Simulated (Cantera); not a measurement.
An isothermal, constant-pressure homogeneous reactor starts with C2H6 : N2 = 1 : 5.8 (molar parts), at 1575 K and 0.158 Torr.

Detailed kinetics in Cantera: GRI-Mech 3.0 (53 species, 325 reactions). GRI-Mech 3.0 stops at C3 and has no aromatics, soot or wall deposition, so with more carbon than oxygen in the feed, carbon stays in small species such as C2H2 where larger ones or solid carbon would form. Radical loss at walls, strong at low pressure, is not modelled.

One state of this run: x C2H6 = 0.00339; x C2H4 = 0.0538; x CH2 = 4.58e-5; x H = 0.00185; x HCN = 1.88e-6; x CH4 = 0.0477. x: mole fraction; the columns are a selection and need not sum to one.

Task: Which value of t (s) does it belong to?
A. 0.110
B. 0.000300
C. 0.000697
D. 0.00874

Result: A, 0.110
